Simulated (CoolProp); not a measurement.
Vapour pressure (MPa) of octamethylcyclotetrasiloxane (D4): the reference equation beside estimates from Tc = 313.4 °C, pc = 1.347 MPa, ω = 0.598.

Model: reference Helmholtz-energy equation of state, Thol 2015, in CoolProp.

| T (°C) | reference | Lee-Kesler | van der Waals |
|---|---|---|---|
| 24.45 | 0.0001290 | 0.0001491 | 0.04134 |
| 32.35 | 0.0002284 | 0.0002573 | 0.04914 |
| 40.25 | 0.0003897 | 0.0004292 | 0.05794 |
| 48.05 | 0.0006387 | 0.0006904 | 0.06766 |
| 55.95 | 0.001021 | 0.001086 | 0.07862 |
| 63.75 | 0.001578 | 0.001656 | 0.09059 |
| 71.65 | 0.002387 | 0.002478 | 0.1039 |
| 79.55 | 0.003525 | 0.003626 | 0.1186 |
| 87.35 | 0.005065 | 0.005174 | 0.1343 |
| 95.25 | 0.007163 | 0.007274 | 0.1517 |
| 103.15 | 0.009938 | 0.01004 | 0.1705 |
| 110.95 | 0.01349 | 0.01359 | 0.1906 |
| 118.85 | 0.01809 | 0.01816 | 0.2124 |
| 126.75 | 0.02389 | 0.02394 | 0.2359 |
| 134.55 | 0.03100 | 0.03102 | 0.2606 |

Absolute difference from the reference over all 15 rows, mean and median: Lee-Kesler 4.7 and 2.9 %, van der Waals 7305.4 and 3264.5 %.
